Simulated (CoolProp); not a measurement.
Hexamethyldisiloxane (MM) along the isobar 2.23 MPa: density (kg/m³) from the reference equation and from simpler models built on Tc = 245.6 °C, pc = 1.931 MPa, ω = 0.418; each cubic takes its own stable root.

Computed with CoolProp (reference Helmholtz-energy equation of state, Thol 2016).

| T (°C) | phase | reference |
|---|---|---|
| -28.85 | liquid | 817.5 |
| -3.75 | liquid | 792.3 |
| 21.45 | liquid | 766.6 |
| 46.55 | liquid | 740.6 |
| 71.65 | liquid | 713.7 |
| 96.85 | liquid | 685.6 |
| 121.95 | liquid | 655.9 |
| 147.05 | liquid | 623.8 |
| 172.15 | liquid | 588.3 |
| 197.35 | liquid | 546.7 |
| 222.45 | liquid | 493.4 |
| 247.55 | supercritical | 393.7 |
| 272.75 | supercritical | 146.2 |

**Question.** How far does each simpler model (van der Waals, Redlich-Kwong, Soave-Redlich-Kwong, Peng-Robinson) lie from the reference over these 13 states: mean and median of the absolute difference, and the worst?

**Answer.** 
- van der Waals: mean 35.2 %, median 37.4 %, worst -40.0 % at -28.85 °C and 2.23 MPa
- Redlich-Kwong: mean 12.5 %, median 11.4 %, worst -18.9 % at 247.55 °C and 2.23 MPa
- Soave-Redlich-Kwong: mean 8.4 %, median 6.9 %, worst -19.9 % at 247.55 °C and 2.23 MPa
- Peng-Robinson: mean 4.8 %, median 4.7 %, worst -11.9 % at 247.55 °C and 2.23 MPa
